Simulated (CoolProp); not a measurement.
Properties of R1233zd(E) at several states.

Values from CoolProp's reference Helmholtz-energy equation of state, Akasaka 2022.

```
T (K)  p (MPa)  phase       Z  cv (kJ/(kg K))  speed of sound (m/s)  Joule-Thomson coefficient (K/MPa)  expansivity (1/kK)
-----  -------  -----  ------  --------------  --------------------  ---------------------------------  ------------------
371.5   0.0309    gas  0.9946          0.8265                 159.0                              15.56               2.741
438.1    0.286    gas  0.9709          0.9066                 168.6                              10.24               2.524
285.3   0.0112    gas  0.9953          0.6921                 140.4                              34.19               3.561
```
